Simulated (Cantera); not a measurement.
Input: 1 mol Si3N4, 0.26 mol H2O, 4.6 mol N2, at 2050 K and 0.0285 Torr.

These are equilibrium values from Cantera (NASA tables, ideal gas, pure condensed phases), not measurements of a reactor. Candidate condensed phases: H2O, Si, SiO2, Si2N2O, Si3N4; 35 gas species. The tables' values for SiN are old estimates; treat these amounts as uncertain. Rates play no part.

Base state: N2 0.658, Si 0.272, H 0.0344, SiO 0.0259, H2 0.00871, Si2 0.000424, SiN 0.000315, SiH 9.47e-5 (mole fractions); condensed: gas only.

Problem. What changes in the equilibrium state with this change: 1.1 mol CO2 added?

Solution. 
```
species  before    after
-------  ------  -------
N2        0.658    0.593
Si        0.272    0.147
SiO      0.0259    0.122
CO            0   0.0987
H        0.0344   0.0318
Si2C          0  5.02e-5
HCN           0  1.10e-5
```
Further candidate phases: C, C6H6, C7H8, C8H18, SiC.

Problem. What changes in the equilibrium state with this change: temperature from 2050 K to 1150 K?

Solution. 
```json
[
 {"species": "N2", "before": "0.658", "after": "0.947"},
 {"species": "H2", "before": "0.00871", "after": "0.0526"},
 {"species": "H", "before": "0.0344", "after": "2.77e-6"},
 {"species": "Si", "before": "0.272", "after": "<1e-9"},
 {"species": "SiO", "before": "0.0259", "after": "1.74e-8"},
 {"species": "Si2", "before": "0.000424", "after": "<1e-9"},
 {"species": "SiN", "before": "0.000315", "after": "<1e-9"},
 {"species": "Si2N2O(s), mol", "before": "0", "after": "0.260"},
 {"species": "Si3N4(s), mol", "before": "0", "after": "0.827"}
]
```
Mutual solubility and eutectic melting of coexisting phases are not modelled.

Problem. What changes in the equilibrium state with this change: temperature from 2050 K to 1125 K?

Solution. 
```
species           before    after
--------------  --------  -------
N2                 0.658    0.947
H2               0.00871   0.0526
H                 0.0344  1.65e-6
Si                 0.272    <1e-9
SiO               0.0259  4.46e-9
Si2             0.000424    <1e-9
SiN             0.000315    <1e-9
SiH              9.47e-5    <1e-9
Si2N             5.29e-5    <1e-9
Si2N2O(s), mol         0    0.260
Si3N4(s), mol          0    0.827
```
Mutual solubility and eutectic melting of coexisting phases are not modelled.
